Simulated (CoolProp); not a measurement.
The fluid at 238.47 K and 0.0681 MPa expands adiabatically to 0.00585 MPa with isentropic efficiency 0.8. The same conditions are run with several fluids, on thermodynamics alone (safety and materials aside).

Model: reference Helmholtz-energy equation of state of each fluid (propylene: Lemmon 2013; C2F6 (R116): Lemmon 2006; R13: Platzer 1990; carbon monoxide: Lemmon 2006), in CoolProp. The equations of Platzer and Polt are older, rougher fits.

```json
[
 {"fluid": "propylene", "work (kJ/kg)": "…", "final temperature (K)": "177.8", "final phase": "two-phase, vapour fraction 0.990", "final density (kg/m³)": "0.169"},
 {"fluid": "C2F6 (R116)", "work (kJ/kg)": "…", "final temperature (K)": "198.0", "final phase": "gas", "final density (kg/m³)": "0.491"},
 {"fluid": "R13", "work (kJ/kg)": "30.8", "final temperature (K)": "177.9", "final phase": "gas", "final density (kg/m³)": "0.414"},
 {"fluid": "carbon monoxide", "work (kJ/kg)": "…", "final temperature (K)": "142.2", "final phase": "gas", "final density (kg/m³)": "…"}
]
```

### Question
Complete the blanks.

### Answer

- propylene, work (kJ/kg): 76.4
- C2F6 (R116), work (kJ/kg): 24.9
- carbon monoxide, work (kJ/kg): 99.8
- carbon monoxide, final density (kg/m³): 0.139
